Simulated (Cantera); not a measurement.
Pyrogenic steam for wet oxidation

An isothermal, constant-pressure homogeneous reactor starts with 13.7 % H2, 31.9 % O2, 54.3 % N2, equivalence ratio 0.21, at 925 K and 100000 Pa.

Cantera simulation using the H2/O2 subset of GRI-Mech 3.0, which has no nitrogen chemistry; the numbers are that mechanism's predictions, not measurements. Below about 950 K walls govern HO2 and H2O2 in real vessels. The temperature is held fixed by assumption; the heat of reaction is taken as removed at once.

| t (s) | x H2 | x O2 | x H | x HO2 | x OH | x O | x H2O |
|---|---|---|---|---|---|---|---|
| 4.00e-6 | 0.137 | 0.319 | 8.61e-12 | 1.96e-11 | <1e-12 | 1.53e-12 | 2.02e-12 |
| 3.67e-5 | 0.137 | 0.319 | 3.26e-11 | 3.55e-10 | 3.72e-12 | 1.40e-11 | 1.47e-10 |
| 0.000336 | 0.137 | 0.319 | 4.49e-11 | 5.13e-9 | 5.30e-12 | 2.04e-11 | 2.86e-9 |
| 0.00308 | 0.137 | 0.319 | 7.20e-11 | 5.78e-8 | 8.57e-12 | 3.26e-11 | 3.66e-8 |
| 0.0283 | 0.137 | 0.319 | 2.26e-9 | 3.13e-6 | 3.03e-10 | 1.02e-9 | 4.10e-6 |
| 0.259 | 0.101 | 0.306 | 3.74e-7 | 7.09e-5 | 1.48e-7 | 1.84e-7 | 0.0373 |
| 2.38 | 0.00171 | 0.270 | 2.78e-9 | 7.91e-6 | 8.45e-8 | 3.19e-8 | 0.146 |
| 21.8 | 3.06e-5 | 0.269 | 3.19e-12 | 2.46e-7 | 5.25e-9 | 1.07e-10 | 0.147 |
| 200 | 6.79e-8 | 0.269 | <1e-12 | 4.58e-9 | 3.77e-9 | <1e-12 | 0.148 |
x: mole fraction; the columns are a selection and need not sum to one.

Equilibrium at this temperature and pressure: H2 2.24e-12, O2 0.269, H <1e-12, HO2 3.73e-10, OH 3.06e-8, O 7.00e-12, H2O 0.148 (gas phase only).
